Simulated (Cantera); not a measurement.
# Gas-phase reforming

An isothermal, constant-pressure homogeneous reactor starts with 64.5 % CH4, 35.5 % H2O, at 2200 K and 760 Torr.

Cantera simulation using GRI-Mech 3.0 (53 species, 325 reactions); the numbers are that mechanism's predictions, not measurements. GRI-Mech 3.0 stops at C3 and has no aromatics, soot or wall deposition, so with more carbon than oxygen in the feed, carbon stays in small species such as C2H2 where larger ones or solid carbon would form.

```csv
t (s),x CH4,x H2O,x H2,x CH3,x HO2
3.00e-5,0.144,0.243,0.445,0.0166,1.39e-10
9.53e-5,0.0513,0.208,0.548,0.00635,1.24e-10
0.000303,0.0192,0.173,0.601,0.00258,1.05e-10
0.000962,0.0124,0.116,0.649,0.00164,4.66e-11
0.00306,0.00784,0.0501,0.702,0.000997,8.08e-12
0.00972,0.00336,0.00860,0.737,0.000419,<1e-12
0.0309,0.00101,9.52e-5,0.745,0.000125,<1e-12
0.0981,0.000903,1.22e-6,0.745,0.000112,<1e-12
0.312,0.000903,1.22e-6,0.745,0.000112,<1e-12
0.990,0.000903,1.22e-6,0.745,0.000112,<1e-12
3.15,0.000903,1.22e-6,0.745,0.000112,<1e-12
10.0,0.000903,1.22e-6,0.745,0.000112,<1e-12
```
x: mole fraction; the columns are a selection and need not sum to one.

Equilibrium at this temperature and pressure: CH4 0.000903, H2O 1.23e-6, H2 0.745, CH3 0.000112, HO2 <1e-12 (gas phase only).
